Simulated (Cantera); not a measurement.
Charge: 1 mol BN, 40 mol H2, equilibrated at 0.00950 bar.

Cantera equilibrium calculation (NASA polynomials, part measured and part estimated; ideal gas, pure solids and liquids). Candidate condensed phases: B, BN; 15 gas species. Mutual solubility and eutectic melting of coexisting phases are not modelled. The tables' values for BH2 are old estimates; treat these amounts as uncertain. Kinetics and transport are ignored.

x: gas mole fraction; n: condensed amount in mol.

```json
[
 {"T (°C)": "575", "x H2": "1.00", "x H": "1.95e-10", "x N2": "<1e-12", "x BH2": "<1e-12", "x B": "<1e-12", "n BN(s)": "1.00", "n B(s)": "0"},
 {"T (°C)": "725", "x H2": "1.00", "x H": "___", "x N2": "___", "x BH2": "2.04e-11", "x B": "<1e-12", "n BN(s)": "1.00", "n B(s)": "0"},
 {"T (°C)": "875", "x H2": "1.000", "x H": "7.35e-7", "x N2": "2.36e-9", "x BH2": "2.74e-9", "x B": "<1e-12", "n BN(s)": "1.00", "n B(s)": "0"},
 {"T (°C)": "1025", "x H2": "1.000", "x H": "1.10e-5", "x N2": "6.84e-8", "x BH2": "1.12e-7", "x B": "<1e-12", "n BN(s)": "1.000", "n B(s)": "0"},
 {"T (°C)": "1175", "x H2": "1.000", "x H": "9.46e-5", "x N2": "1.08e-6", "x BH2": "2.01e-6", "x B": "1.45e-11", "n BN(s)": "1.000", "n B(s)": "0"},
 {"T (°C)": "1325", "x H2": "0.999", "x H": "0.000546", "x N2": "1.05e-5", "x BH2": "2.03e-5", "x B": "2.51e-9", "n BN(s)": "0.999", "n B(s)": "0"},
 {"T (°C)": "1475", "x H2": "0.997", "x H": "0.00234", "x N2": "0.000167", "x BH2": "8.86e-5", "x B": "1.14e-7", "n BN(s)": "0.987", "n B(s)": "0.00972"},
 {"T (°C)": "1625", "x H2": "0.989", "x H": "___", "x N2": "___", "x BH2": "0.000250", "x B": "___", "n BN(s)": "___", "n B(s)": "___"},
 {"T (°C)": "1775", "x H2": "0.965", "x H": "0.0226", "x N2": "0.0122", "x BH2": "0.000591", "x B": "3.06e-5", "n BN(s)": "0", "n B(s)": "0.974"}
]
```

### Question
Some entries are withheld; supply them.

### Answer

- 725, x H: 2.21e-8
- 725, x N2: 3.31e-11
- 1625, x H: 0.00798
- 1625, x N2: 0.00249
- 1625, x B: 2.34e-6
- 1625, n BN(s): 0.800
- 1625, n B(s): 0.190
